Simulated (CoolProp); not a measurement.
C2F6 (R116) at 186.58 K and 0.0412 MPa is compressed adiabatically to 0.188 MPa with isentropic efficiency 0.85. Each further row changes one setting.

Computed with CoolProp (reference Helmholtz-energy equation of state, Lemmon 2006). It is a short technical equation, of lower accuracy than the large ones.

| case | work (kJ/kg) | final temperature (K) | final density (kg/m³) |
|---|---|---|---|
| as stated | 21.0 | (withheld) | (withheld) |
| efficiency 1 | 17.8 | (withheld) | (withheld) |
| efficiency 0.65 | (withheld) | (withheld) | (withheld) |

Problem. Some entries are withheld; supply them.

Solution. 
- as stated, final temperature (K): 223.8
- as stated, final density (kg/m³): 14.7
- efficiency 1, final temperature (K): 219.0
- efficiency 1, final density (kg/m³): 15.1
- efficiency 0.65, work (kJ/kg): 27.5
- efficiency 0.65, final temperature (K): 233.3
- efficiency 0.65, final density (kg/m³): 14.0
